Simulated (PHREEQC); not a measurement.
Solution (25 °C): 0.15 mol NH4HF2, 0.012 mol H2SiF6, 0.057 mol HBF4 and 0.00013 mol H2SO4 per kg of water. Closed to the air; pH follows from the charge balance.

The numbers come from PHREEQC with the ion-association model, phreeqc.dat.

| quantity | before | after |
|---|---|---|
| pH | 2.36 | 2.74 |
| HF (mol/kgw) | 0.194 | 0.142 |
| F- (mol/kgw) | 0.0426 | 0.0756 |
| HF2- (mol/kgw) | 0.0316 | 0.0410 |
| NH3 (mol/kgw) | 1.31e-8 | 3.19e-8 |
| SI of Quartz (SiO2) | -10.12 | -10.07 |

Problem. Which change was made?
(A) H2SO4 left out
(B) temperature from 25 to 15 °C
(C) HBF4 from 0.057 to 0.0114 mol/kgw
(D) H2SO4 from 0.00013 to 1.3e-05 mol/kgw
(E) H2SO4 replaced by (NH4)2SO4 at the same molality

Solution. C, HBF4 from 0.057 to 0.0114 mol/kgw

This is a speciation only: nothing precipitates in the calculation. SiF6-2 is the database's only silicon fluoride. Real BF4- forms and hydrolyses slowly; the run takes it at equilibrium.
